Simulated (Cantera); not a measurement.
A perfectly stirred reactor is fed with H₂ : O₂ : N₂ = 0.043 : 1 : 0.59 (molar parts), equivalence ratio 0.021, at 20.0 Torr; it is held at 923 K, and followed from long to short residence time.

Detailed kinetics in Cantera: the H2/O2 subset of GRI-Mech 3.0, which has no nitrogen chemistry. Radical loss at walls, strong at low pressure, is not modelled. Below about 950 K walls govern HO2 and H2O2 in real vessels.

Q: What does this change do: temperature 923 to 1323 K?

A: 
```csv
quantity,before,after
x(H₂) at τ = 18.0 s,0.000107,1.05e-5
x(O₂) at τ = 18.0 s,0.607,0.607
x(HO₂) at τ = 18.0 s,1.16e-6,2.24e-7
x(H) at τ = 18.0 s,1.58e-6,4.63e-6
x(H₂O₂) at τ = 18.0 s,5.28e-8,1.26e-8
x(H₂) at τ = 0.380 s,0.000905,0.000112
x(O₂) at τ = 0.380 s,0.607,0.604
x(HO₂) at τ = 0.380 s,4.98e-6,1.12e-6
x(H) at τ = 0.380 s,7.16e-5,0.000193
x(H₂O₂) at τ = 0.380 s,1.57e-7,4.32e-8
```

Q: What does this change do: temperature 923 to 1100 K?

A: 
```csv
quantity,before,after
x(H₂) at τ = 18.0 s,0.000107,2.39e-5
x(O₂) at τ = 18.0 s,0.607,0.607
x(HO₂) at τ = 18.0 s,1.16e-6,5.11e-7
x(H) at τ = 18.0 s,1.58e-6,2.70e-6
x(H₂O₂) at τ = 18.0 s,5.28e-8,4.07e-8
x(H₂) at τ = 0.380 s,0.000905,0.000231
x(O₂) at τ = 0.380 s,0.607,0.606
x(HO₂) at τ = 0.380 s,4.98e-6,2.30e-6
x(H) at τ = 0.380 s,7.16e-5,0.000120
x(H₂O₂) at τ = 0.380 s,1.57e-7,9.64e-8
```
